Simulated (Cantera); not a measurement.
A closed system holds: 1 mol PbO, 0.55 mol H₂, equilibrated at 0.0100 bar.

Method: chemical equilibrium by Gibbs-energy minimisation in Cantera with the NASA 1993 tables (ideal gas, pure condensed phases). Candidate condensed phases: H₂O, Pb, PbO, PbO₂, Pb₃O₄; 12 gas species. Each liquid is taken as pure. Mutual solubility and eutectic melting of coexisting phases are not modelled. Gases not in the tables: (PbO)n polymers. The numbers say what is thermodynamically allowed, not how fast it happens.

log p: log10 of the partial pressure in bar; n: condensed amount in mol.

```tsv
T (°C)	log p H₂O	log p Pb	log p PbO	log p H₂	log p Pb₂	log p O₂	n Pb(l)	n PbO(red)	n PbO(yellow)	n PbO(l)
475	-2.00	-8.06	-11.43	-6.32	<-14	<-14	0.550	0.450	0	0
525	-2.00	-7.24	-10.20	-6.20	<-14	<-14	0.550	0	0.450	0
575	-2.00	-6.52	-9.12	-6.10	-13.20	<-14	0.550	0	0.450	0
625	-2.00	-5.89	-8.16	-6.00	-12.13	<-14	0.550	0	0.450	0
675	-2.00	-5.32	-7.31	-5.92	-11.18	[?]	0.550	0	0.450	0
725	-2.00	-4.81	-6.55	-5.84	-10.32	[?]	0.549	0	0.450	0
775	-2.00	-4.35	-5.86	-5.76	-9.55	[?]	0.547	0	0.450	0
825	-2.01	-3.93	-5.23	-5.69	-8.86	[?]	0.543	0	0.450	0
875	-2.01	-3.55	-4.66	-5.63	-8.22	[?]	0.534	0	0.449	0
925	-2.03	-3.20	-4.18	-5.55	-7.64	[?]	0.513	0	0	0.446
975	-2.07	-2.89	-3.75	-5.49	-7.11	[?]	0.466	0	0	0.439
1025	-2.15	-2.59	-3.36	-5.47	-6.62	[?]	0.349	0	0	0.416
1075	-2.35	-2.35	-3.00	-5.60	-6.22	[?]	0	0	0	0.327
```

**Question.** Complete the blanks.

**Answer.** 
- 675, log p O₂: -13.70
- 725, log p O₂: -12.50
- 775, log p O₂: -11.41
- 825, log p O₂: -10.43
- 875, log p O₂: -9.53
- 925, log p O₂: -8.79
- 975, log p O₂: -8.12
- 1025, log p O₂: -7.52
- 1075, log p O₂: -6.91
